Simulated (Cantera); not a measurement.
Feed: 1 mol H₂S, 2.4 mol H₂O, 0.088 mol H₂, equilibrated at 1350 K and 13300 Pa.

Method: chemical equilibrium by Gibbs-energy minimisation in Cantera with the NASA 1993 tables (ideal gas, pure condensed phases). Candidate condensed phases: H₂O, H₂SO₄, S; 19 gas species. The numbers say what is thermodynamically allowed, not how fast it happens.

Base state: H₂O 0.627, H₂ 0.172, H₂S 0.130, S₂ 0.0646, SO₂ 0.00579, SH 0.000880, S₂O 0.000305, SO 0.000185 (mole fractions); condensed: gas only.

Question: What changes in the equilibrium state with this change: H₂S replaced by N₂O?

Answer: 
```
species    before     after
-------  --------  --------
H₂O         0.627     0.631
N₂              0     0.253
O₂          <1e-9     0.115
H₂          0.172   1.04e-6
H₂S         0.130         0
S₂         0.0646         0
SO₂       0.00579         0
SH       0.000880         0
S₂O      0.000305         0
NO              0  0.000228
```
